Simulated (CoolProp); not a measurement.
Vapour-liquid equilibrium of nitrogen (1) + methane (2) at 116.1 K; x and y are mole fractions of (1).

The numbers come from the multi-fluid Helmholtz-energy mixture model, Span 2000 and Setzmann 1991; pair parameters Kunz 2012 in CoolProp.

```
x      bubble pressure, mixture model (bar)  bubble pressure, Raoult's law (bar)  y, mixture model  y, Raoult's law
-----  ------------------------------------  -----------------------------------  ----------------  ---------------
0.05                                  2.868                                2.393             0.496            0.429
0.125                                 4.760                                3.826               [?]            0.671
0.2                                   6.413                                5.259             0.781            0.781
0.275                                 7.879                                6.691               [?]            0.844
0.35                                    [?]                                8.124             0.856            0.885
0.425                                 10.42                                9.556               [?]            0.913
0.5                                     [?]                                10.99             0.894            0.935
0.575                                 12.71                                12.42             0.909            0.951
0.65                                  13.84                                13.85             0.923            0.964
0.725                                   [?]                                15.29               [?]            0.974
0.8                                   16.28                                16.72             0.951            0.983
0.875                                   [?]                                18.15             0.967            0.990
0.95                                  19.30                                19.58             0.985            0.996
```

### Question
Complete the blanks.

### Answer

- 0.125, y, mixture model: 0.700
- 0.275, y, mixture model: 0.826
- 0.35, bubble pressure, mixture model (bar): 9.203
- 0.425, y, mixture model: 0.877
- 0.5, bubble pressure, mixture model (bar): 11.58
- 0.725, bubble pressure, mixture model (bar): 15.02
- 0.725, y, mixture model: 0.937
- 0.875, bubble pressure, mixture model (bar): 17.68

The largest gap from Raoult's law is +24.4 % in bubble pressure, at x = 0.125. No azeotrope shows between x = 0.05 and 0.95.

The pair parameters rest on a limited set of measurements; away from them the model extrapolates. The gap from Raoult's law changes sign with composition, which may be real or a fault of the pair parameters; it wasn't checked against measurements.
